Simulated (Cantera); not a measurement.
Ignition delay

Mixture: CH4 : O2 : N2 = 1 : 1.05 : 3.96 (molar parts), equivalence ratio 1.9, at 15.8 atm, adiabatic and at constant pressure. Ignition delay is the time to a rise of 400 K.

Detailed kinetics in Cantera: GRI-Mech 3.0 (53 species, 325 reactions). The pressure lies above the range GRI-Mech 3.0 was tuned for (to about 10 atm).

| T0 (K) | delay (ms) |
|---|---|
| 1098 | 14.4 |
| 1148 | 7.42 |
| 1198 | 4.00 |
| 1248 | 2.23 |
| 1298 | 1.28 |
| 1348 | 0.748 |
| 1398 | 0.448 |
| 1448 | 0.273 |
| 1498 | 0.169 |

- apparent activation energy between 1398 and 1498 K: 170 kJ/mol
